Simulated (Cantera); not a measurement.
What does this Cantera script print?

```python
import numpy as np
import cantera as ct

gas_names = """
    AL ALCL ALCL2 ALCL3 ALN AL2 AL2CL6 CL CL2 N N2
""".split()
cond_names = """
    AL(cr) AL(L) ALCL3(s) ALCL3(L) ALN(s)
""".split()


# ... load() reads the species with a 1 bar reference pressure and builds the phases ...
atoms = {
    'Al': {'AL': 1},
    'Cl2': {'CL': 2},
    'N2': {'N': 2},
}
top_T = {'ALN(s)': 2750}  # K; cautious upper limits of use, not melting points


# ... equilibrate(T, P, feed) seeds the gas with the atoms and calls Mixture.equilibrate('TP', solver="vcs", rtol=1e-11, max_steps=5000) ...
results = []
feed = {'Al': 1, 'Cl2': 2, 'N2': 0.67}  # mol
T = 700  # K
P = 133.322  # Pa
mix = equilibrate(T, P, feed)
results.append((T, P, feed, dict(zip(mix.species_names, mix.species_moles))))
print(gas.report(threshold=0.001))
for i in range(1, mix.n_phases):
    print(f"{mix.phase(i).name:16s} {mix.phase_moles(i):12.5e} mol")
```

Result:

```
       temperature   700 K
          pressure   133.32 Pa
           density   0.0020023 kg/m^3
  mean mol. weight   87.409 kg/kmol
   phase of matter   gas

                          1 kg             1 kmol
                     ---------------   ---------------
          enthalpy       -2.8852e+06       -2.5219e+08  J
   internal energy       -2.9518e+06       -2.5801e+08  J
           entropy            4195.5        3.6673e+05  J/K
    Gibbs function       -5.8221e+06        -5.089e+08  J
 heat capacity c_p            639.26             55876  J/K
 heat capacity c_v            544.13             47562  J/K

                      mass frac. Y      mole frac. X     chem. pot. / RT
                     ---------------   ---------------   ---------------
             ALCL3           0.67631           0.44337           -148.25
            AL2CL6          0.034595           0.01134            -296.5
               CL2           0.18901           0.23302           -36.092
                N2           0.10008           0.31226           -31.816
     [   +7 minor]        3.5438e-06         8.738e-06

AL(cr)            0.00000e+00 mol
ALCL3(L)          0.00000e+00 mol
ALN(s)            0.00000e+00 mol
```

Cantera equilibrium calculation (NASA polynomials, part measured and part estimated; ideal gas, pure solids and liquids).
